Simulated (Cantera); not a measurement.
Feed: 1 mol SiC, 0.0087 mol O2, 250 mol N2, at 1.00 bar.

Cantera equilibrium calculation (NASA polynomials, part measured and part estimated; ideal gas, pure solids and liquids). Candidate condensed phases: C, Si, SiC, SiO2, Si2N2O, Si3N4; 34 gas species. N2 is the only nitrogen source here; it is nearly inert below about 1500 K, so the nitride shown seldom forms there in practice. Mutual solubility and eutectic melting of coexisting phases are not modelled. Equilibrium is a limit: real reactors are often held back by kinetics, nucleation or transport.

Task: Which condensed phases are stable at each of these points (T (K)): 1275, 1325, 1375, 1425, 1475, 1525, 1575, 1625, 1675, 1725, 1775?

Result: 
```json
[
 {"T (K)": "1275", "condensed phases": "C(graphite) + Si2N2O(s) + Si3N4(s)", "Si condensed (%)": "100.0"},
 {"T (K)": "1325", "condensed phases": "C(graphite) + Si2N2O(s) + Si3N4(s)", "Si condensed (%)": "100.0"},
 {"T (K)": "1375", "condensed phases": "C(graphite) + Si2N2O(s) + Si3N4(s)", "Si condensed (%)": "100.0"},
 {"T (K)": "1425", "condensed phases": "C(graphite) + Si2N2O(s) + Si3N4(s)", "Si condensed (%)": "100.0"},
 {"T (K)": "1475", "condensed phases": "C(graphite) + Si2N2O(s) + Si3N4(s)", "Si condensed (%)": "100.0"},
 {"T (K)": "1525", "condensed phases": "C(graphite) + Si3N4(s)", "Si condensed (%)": "100.0"},
 {"T (K)": "1575", "condensed phases": "C(graphite) + Si3N4(s)", "Si condensed (%)": "100.0"},
 {"T (K)": "1625", "condensed phases": "C(graphite) + Si3N4(s)", "Si condensed (%)": "100.0"},
 {"T (K)": "1675", "condensed phases": "C(graphite) + Si3N4(s)", "Si condensed (%)": "100.0"},
 {"T (K)": "1725", "condensed phases": "SiC(s) + Si3N4(s)", "Si condensed (%)": "100.0"},
 {"T (K)": "1775", "condensed phases": "SiC(s) + Si3N4(s)", "Si condensed (%)": "100.0"}
]
```

From 1275 K to 1475 K the condensed part is C(graphite) + Si2N2O(s) + Si3N4(s). From 1525 K to 1675 K the condensed part is C(graphite) + Si3N4(s). From 1725 K to 1775 K the condensed part is SiC(s) + Si3N4(s).
